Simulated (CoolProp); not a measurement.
Propylene along the isobar 11.8 MPa: Z from the reference equation and from simpler models built on Tc = 91.1 °C, pc = 4.555 MPa, ω = 0.146; each cubic takes its own stable root.

Model: reference Helmholtz-energy equation of state, Lemmon 2013, in CoolProp.

```
T (°C)          phase  reference  van der Waals  Redlich-Kwong  Soave-Redlich-Kwong  Peng-Robinson
------  -------------  ---------  -------------  -------------  -------------------  -------------
76.65          liquid     0.3743         0.5271         0.4123               0.4095         0.3663
92.75   supercritical     0.3829         0.5256         0.4237               0.4241         0.3814
108.85  supercritical     0.3984         0.5276         0.4413                  ___         0.4048
124.95  supercritical     0.4243         0.5337         0.4666               0.4803         0.4390
141.05  supercritical        ___         0.5444         0.5005               0.5254         0.4850
157.05  supercritical     0.5175         0.5601         0.5421               0.5790         0.5389
173.15  supercritical     0.5771         0.5814         0.5885               0.6350         0.5945
189.25  supercritical     0.6339         0.6076         0.6347               0.6871         0.6461
205.35  supercritical     0.6838         0.6371         0.6774               0.7330         0.6917
221.45  supercritical     0.7267         0.6680         0.7153               0.7726         0.7312
237.55  supercritical     0.7632         0.6981         0.7485               0.8066         0.7654
253.55  supercritical     0.7943         0.7262         0.7773               0.8356         0.7949
269.65  supercritical     0.8212         0.7520            ___               0.8608         0.8207
285.75  supercritical        ___         0.7754         0.8246               0.8827         0.8432
301.85  supercritical     0.8649         0.7963         0.8440               0.9017         0.8630
```

Question: Complete the blanks.

Answer: 
- 108.85, Soave-Redlich-Kwong: 0.4470
- 141.05, reference: 0.4642
- 269.65, Redlich-Kwong: 0.8025
- 285.75, reference: 0.8445
